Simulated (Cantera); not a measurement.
Input: 1 mol B2O3, 0.2 mol NH3, 3.2 mol H2, at 1275 K and 37.0 Pa.

These are equilibrium values from Cantera (NASA tables, ideal gas, pure condensed phases), not measurements of a reactor. Candidate condensed phases: B, BN, B2O3, B3O3H3, H2O; 39 gas species. Mutual solubility and eutectic melting of coexisting phases are not modelled. Rates play no part.

Base state: H2 0.969, N2 0.0276, HBO2 0.00158, HBO 0.000893, B2O3 0.000248, H2O 0.000181, H 3.77e-5, B2O2 1.26e-5 (mole fractions); condensed: BN(s) + B2O3(l).

### Question
What changes in the equilibrium state with this change: temperature from 1275 K to 1473.15 K?

### Answer
| species | before | after |
|---|---|---|
| H2 | 0.969 | 0.896 |
| B2O3 | 0.000248 | 0.0335 |
| N2 | 0.0276 | 0.0262 |
| HBO2 | 0.00158 | 0.0227 |
| HBO | 0.000893 | 0.0178 |
| BO | 1.31e-6 | 0.000336 |
| B2O2 | 1.26e-5 | 0.00283 |
| H | 3.77e-5 | 0.000624 |
| H2O | 0.000181 | 0.000527 |
| BN(s), mol | 0.00123 | 0 |
| B2O3(l), mol | 0.994 | 0.783 |

### Question
What changes in the equilibrium state with this change: temperature from 1275 K to 1823 K?

### Answer
```
species         before     after
------------  --------  --------
H2               0.969     0.674
B2O3          0.000248     0.133
HBO2           0.00158    0.0766
BO             1.31e-6    0.0205
B2O2           1.26e-5    0.0100
H              3.77e-5    0.0185
HBO           0.000893    0.0430
N2              0.0276    0.0213
BO2              <1e-9  0.000178
H2O           0.000181   0.00339
BN(s), mol     0.00123         0
B2O3(l), mol     0.994         0
```
